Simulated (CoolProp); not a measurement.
Vapour pressure (kPa) of hydrogen chloride: the reference equation beside estimates from Tc = 51.5 °C, pc = 8314 kPa, ω = 0.130. Clausius-Clapeyron is anchored at -75.55 °C with a constant enthalpy of vaporisation of 15.80 kJ/mol.

Computed with CoolProp (reference Helmholtz-energy equation of state, Thol 2018).

```json
[
 {"T (°C)": "-108.65", "reference": "21.29", "Lee-Kesler": "19.12", "Clausius-Clapeyron": "24.29", "van der Waals": "252.5", "Peng-Robinson": "20.57"},
 {"T (°C)": "-103.15", "reference": "31.94", "Lee-Kesler": "29.10", "Clausius-Clapeyron": "35.30", "van der Waals": "313.7", "Peng-Robinson": "30.98"},
 {"T (°C)": "-97.55", "reference": "46.90", "Lee-Kesler": "43.32", "Clausius-Clapeyron": "50.42", "van der Waals": "386.0", "Peng-Robinson": "45.65"},
 {"T (°C)": "-92.05", "reference": "66.66", "Lee-Kesler": "62.34", "Clausius-Clapeyron": "70.04", "van der Waals": "467.7", "Peng-Robinson": "65.11"},
 {"T (°C)": "-86.55", "reference": "92.60", "Lee-Kesler": "87.60", "Clausius-Clapeyron": "95.42", "van der Waals": "560.7", "Peng-Robinson": "90.73"},
 {"T (°C)": "-81.05", "reference": "126.0", "Lee-Kesler": "120.4", "Clausius-Clapeyron": "127.7", "van der Waals": "665.8", "Peng-Robinson": "123.8"},
 {"T (°C)": "-75.55", "reference": "168.2", "Lee-Kesler": "162.4", "Clausius-Clapeyron": "168.2", "van der Waals": "783.6", "Peng-Robinson": "165.8"},
 {"T (°C)": "-70.05", "reference": "220.8", "Lee-Kesler": "214.9", "Clausius-Clapeyron": "218.3", "van der Waals": "914.9", "Peng-Robinson": "218.2"},
 {"T (°C)": "-64.55", "reference": "285.4", "Lee-Kesler": "279.8", "Clausius-Clapeyron": "279.4", "van der Waals": "1060", "Peng-Robinson": "282.6"},
 {"T (°C)": "-58.95", "reference": "365.1", "Lee-Kesler": "360.5", "Clausius-Clapeyron": "354.5", "van der Waals": "1223", "Peng-Robinson": "362.5"},
 {"T (°C)": "-53.45", "reference": "459.1", "Lee-Kesler": "455.8", "Clausius-Clapeyron": "442.7", "van der Waals": "1399", "Peng-Robinson": "456.8"},
 {"T (°C)": "-47.95", "reference": "570.4", "Lee-Kesler": "569.0", "Clausius-Clapeyron": "546.8", "van der Waals": "1590", "Peng-Robinson": "568.7"},
 {"T (°C)": "-42.45", "reference": "700.9", "Lee-Kesler": "702.1", "Clausius-Clapeyron": "668.7", "van der Waals": "1798", "Peng-Robinson": "700.3"}
]
```

Absolute difference from the reference over all 13 rows, mean and median: Lee-Kesler 4.1 and 3.4 %, Clausius-Clapeyron 4.6 and 3.6 %, van der Waals 457.9 and 365.9 %, Peng-Robinson 1.6 and 1.4 %.
